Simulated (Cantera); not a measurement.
A closed system holds: 1 mol CS2, 0.1 mol O2, 2 mol H2, at 2.10e7 Pa.

Equilibrium computed with Cantera from the NASA thermochemical tables; the gas is ideal and each condensed phase is pure. Candidate condensed phases: C, C6H6, C7H8, C8H18, H2O, H2SO4, S; 123 gas species. The ideal-gas law is rough above about 30 bar. Kinetics and transport are ignored.

Question: At 2225 °C, list the 6 most abundant gas species with their mole fractions, and the condensed phases.

Answer: H2 0.420, H2S 0.253, CS2 0.159, CO 0.0684, S2 0.0434, SH 0.0233. Condensed: C(graphite).
